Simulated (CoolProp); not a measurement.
Vapour-liquid equilibrium of R22 (1) + R134a (2) at 2.38 MPa; x and y are mole fractions of (1).

The numbers come from the multi-fluid Helmholtz-energy mixture model, Kamei 1995 and Tillner-Roth 1994; pair parameters Bell 2016 in CoolProp.

| x | bubble temperature (K) | y at the bubble point | dew temperature at overall composition x (K) | liquid density (mol/L) |
|---|---|---|---|---|
| 0.05 | 347.3 | 0.062 | 347.6 | 9.545 |
| 0.125 | 345.8 | 0.152 | 346.2 | 9.719 |
| 0.2 | 344.2 | 0.239 | 344.9 | 9.895 |
| 0.275 | 342.8 | 0.321 | 343.6 | 10.07 |
| 0.35 | 341.5 | 0.401 | 342.3 | 10.25 |
| 0.425 | 340.2 | 0.477 | 341.1 | 10.43 |
| 0.5 | 339.0 | 0.551 | 339.8 | 10.62 |
| 0.575 | 337.8 | 0.623 | 338.6 | 10.81 |
| 0.65 | 336.7 | 0.693 | 337.4 | 11.00 |
| 0.725 | 335.7 | 0.761 | 336.2 | 11.20 |
| 0.8 | 334.7 | 0.828 | 335.1 | 11.40 |
| 0.875 | 333.7 | 0.893 | 334.0 | 11.61 |
| 0.95 | 332.8 | 0.957 | 332.9 | 11.83 |

No azeotrope shows between x = 0.05 and 0.95.

The pair parameters rest on a limited set of measurements; away from them the model extrapolates.
